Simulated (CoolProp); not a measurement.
Values from CoolProp's reference Helmholtz-energy equation of state, Lemmon 2006. It is a short technical equation, of lower accuracy than the large ones.

Task: Give the vapour pressure (MPa), liquid density (kg/m³), vapour density (kg/m³), liquid cp (kJ/(kg K)) of saturated R141b at 340.3, 369.6, 421 K.

Result: 
| T (K) | p (MPa) | liquid density (kg/m³) | vapour density (kg/m³) | liquid cp (kJ/(kg K)) |
|---|---|---|---|---|
| 340.3 | 0.301 | 1150 | 13.5 | 1.22 |
| 369.6 | 0.625 | 1080 | 27.4 | 1.29 |
| 421 | 1.74 | 937 | 79.5 | 1.49 |
